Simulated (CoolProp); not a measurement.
Isobutene along the isobar 17.5 MPa: Z from the reference equation and from simpler models built on Tc = 418.1 K, pc = 4.016 MPa, ω = 0.193; each cubic takes its own stable root.

Values from CoolProp's reference Helmholtz-energy equation of state, Lemmon 2005. It is a short technical equation, of lower accuracy than the large ones.

```tsv
T (K)	phase	reference	Redlich-Kwong	Soave-Redlich-Kwong	Peng-Robinson
236.5	liquid	0.7405	0.7989	?	?
281.2	liquid	0.6652	0.7152	0.7042	0.6266
325.8	liquid	0.6182	0.6647	0.6538	0.5819
370.5	liquid	?	0.6385	0.6304	0.5624
415.2	liquid	0.5880	0.6330	?	0.5675
459.9	supercritical	0.6063	?	0.6610	0.5996
504.5	supercritical	0.6508	0.6797	0.7158	0.6580
549.2	supercritical	0.7166	0.7259	0.7860	0.7308
```

Problem. Complete the blanks.

Solution. 
- 236.5, Soave-Redlich-Kwong: 0.7894
- 236.5, Peng-Robinson: 0.7033
- 370.5, reference: 0.5928
- 415.2, Soave-Redlich-Kwong: 0.6323
- 459.9, Redlich-Kwong: 0.6472
